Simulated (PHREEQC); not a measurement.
A solution holds 0.002 mol/kgw FeSO4, 0.0017 mol/kgw NiCl2, 0.0083 mol/kgw HCl and 0.00059 mol/kgw Na2SO4, at 25 °C. Closed to the air; pH follows from the charge balance.

The numbers come from PHREEQC with the ion-association model, wateq4f.dat.

Each row changes one thing in this solution. This is a speciation only: nothing precipitates in the calculation.

```csv
case,pH,ionic strength (mol/kgw),SO4-2 (mol/kgw),HSO4- (mol/kgw),NiSO4 (mol/kgw),NiCl+ (mol/kgw),SI of Morenosite (NiSO4:7H2O),SI of Halite (NaCl)
as made,2.17,0.0204,0.00157,0.000685,0.000153,2.54e-5,-3.74,-6.57
HCl replaced by ZnCl2 at the same molality,5.61,0.0352,0.00159,2.31e-7,[?],3.79e-5,-3.85,-6.37
FeSO4 from 0.002 to 0.0002 mol/kgw,2.14,0.0152,0.000485,0.000239,5.73e-5,2.88e-5,-4.17,[?]
FeSO4 replaced by Al2(SO4)3 at the same molality,2.20,0.0267,0.00266,0.00105,0.000220,2.28e-5,-3.59,-6.58
temperature from 25 to 85 °C,2.22,0.0189,0.000814,[?],0.000113,2.47e-5,-4.42,-6.69
HCl left out,6.18,0.0128,0.00208,9.59e-8,0.000237,7.80e-6,[?],-7.08
```

Question: Fill in the missing entries.

Answer: 
- HCl replaced by ZnCl2 at the same molality, NiSO4 (mol/kgw): 0.000120
- FeSO4 from 0.002 to 0.0002 mol/kgw, SI of Halite (NaCl): -6.55
- temperature from 25 to 85 °C, HSO4- (mol/kgw): 0.00144
- HCl left out, SI of Morenosite (NiSO4:7H2O): -3.55

In wateq4f.dat the enthalpy of Ni(OH)2 has the wrong sign, so its saturation index can't be trusted away from 25 °C. Constants without temperature data keep their 25 °C values here.
